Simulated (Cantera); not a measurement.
A Cantera script and what it prints.

```python
import numpy as np
import cantera as ct

gas_names = """
    F FO FO2 F2 F2O N NF NF2 NF3 NO NO2 NO3 N2 N2O O O2 O3 Si SiF SiF2 SiF3 SiF4 SiN SiO SiO2 Si2 Si2N
    Si3
""".split()
cond_names = """
    Si(cr) Si(L) SiO2(Lqz) SiO2(hqz) SiO2(L) Si2N2O(s) Si3N4(a)
""".split()


def load(file, names, dense=False):
    # The tables refer to 1 bar. Condensed volumes are neglected.
    table = {s.name: s for s in ct.Species.list_from_file(file)}
    out = []
    for n in names:
        d = dict(table[n].input_data)
        d["thermo"] = dict(d["thermo"], **{"reference-pressure": 1e5})
        if dense:
            d["equation-of-state"] = {"model": "constant-volume", "density": "1e6 g/cm^3"}
        out.append(ct.Species.from_dict(d))
    return out


gas = ct.Solution(thermo="ideal-gas", species=load("nasa_gas.yaml", gas_names))
cond = {s.name: ct.Solution(thermo="fixed-stoichiometry", species=[s], name=s.name)
        for s in load("nasa_condensed.yaml", cond_names, dense=True)}
atoms = {
    'SiF4': {'Si': 1, 'F': 4},
    'NO': {'N': 1, 'O': 1},
    'O3': {'O': 3},
}
top_T = {'Si2N2O(s)': 2100, 'Si3N4(a)': 2400}  # K; cautious upper limits of use, not melting points


def equilibrate(T, P, feed):
    n = {}
    for name, mol in feed.items():
        for a, k in atoms[name].items():
            n[a] = n.get(a, 0.0) + k * mol
    gas.TPX = T, P, n
    mass = sum(n.values()) * gas.mean_molecular_weight
    gas.equilibrate("TP")
    valid = [c for c in cond.values() if c.min_temp <= T <= top_T.get(c.name, c.max_temp)]
    mix = ct.Mixture([(gas, mass / gas.mean_molecular_weight)] + [(c, 0.0) for c in valid])
    mix.T, mix.P = T, P
    mix.equilibrate("TP", solver="vcs", rtol=1e-11, max_steps=5000)
    return mix


results = []
feed = {'SiF4': 1, 'NO': 0.33, 'O3': 0.43}  # mol
P = 13332.2  # Pa
for T in [823, 1023, 1223, 1423, 1623, 1823, 2023]:
    mix = equilibrate(T, P, feed)
    results.append((T, P, feed, dict(zip(mix.species_names, mix.species_moles))))

top = {s: max(r[3][s] / sum(r[3][g] for g in gas_names) for r in results) for s in gas_names}
cols = sorted((s for s in top if top[s] > 0.001), key=lambda s: -top[s])[:8]
seen = [c for c in cond_names if any(r[3].get(c, 0) > 1e-12 for r in results)]
print("log10 of partial pressures in bar; condensed amounts in mol")
print(f"{'T/K':>10s}" + "".join(f"{s[:9]:>10s}" for s in cols + seen))
for T, P, feed, n in results:
    ng = sum(n[g] for g in gas_names)
    print(f"{T:10.4g}" + "".join(f"{np.log10(max(n[s] / ng * P / 1e5, 1e-99)):10.3f}" for s in cols)
          + "".join(f"{n.get(c, 0):10.4g}" for c in seen))
```

Output:

```
log10 of partial pressures in bar; condensed amounts in mol
       T/K      SiF4        O2        N2        NO         O SiO2(hqz)
       823    -1.171    -1.262    -1.953    -6.749   -13.269         0
      1023    -1.171    -1.262    -1.953    -5.614   -10.138 3.735e-11
      1223    -1.171    -1.262    -1.953    -4.851    -8.025 5.264e-09
      1423    -1.171    -1.262    -1.954    -4.302    -6.502 1.606e-07
      1623    -1.171    -1.263    -1.956    -3.889    -5.352 1.395e-06
      1823    -1.171    -1.263    -1.959    -3.568    -4.453         0
      2023    -1.172    -1.265    -1.963    -3.312    -3.731         0
```

These are equilibrium values from Cantera (NASA tables, ideal gas, pure condensed phases), not measurements of a reactor. The tables' values for SiF3 are old estimates; treat these amounts as uncertain.
